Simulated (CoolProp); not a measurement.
A simple Rankine cycle with propyne: condensing at 329.15 K, boiler at 3.61 MPa, turbine inlet 392.3 K, turbine efficiency 0.6, pump efficiency 0.7, no recuperator. Each further row changes one setting.

The numbers come from the reference Helmholtz-energy equation of state, Polt 1992 in CoolProp. This equation is an older, rougher fit; its heat capacities, sound speeds and derivatives of the liquid may be far off and weren't checked against measurements.

| case | thermal efficiency (%) | net work (kJ/kg) | heat in (kJ/kg) | turbine exit temperature (K) | volume ratio over the turbine |
|---|---|---|---|---|---|
| as stated | 6.0 | 28.5 | 473 | 343.0 | 2.93 |
| turbine inlet 412.3 K | 6.3 | 33.3 | 528 | 367.6 | 2.84 |
| condensing temperature 321.15 K | 7.0 | 34.7 | 494 | 335.4 | 3.57 |
| boiler pressure 2.53 MPa | 4.4 | 22.4 | 511 | 364.7 | 1.95 |
| turbine efficiency 0.5 | 4.8 | 22.8 | 473 | 345.7 | 2.97 |
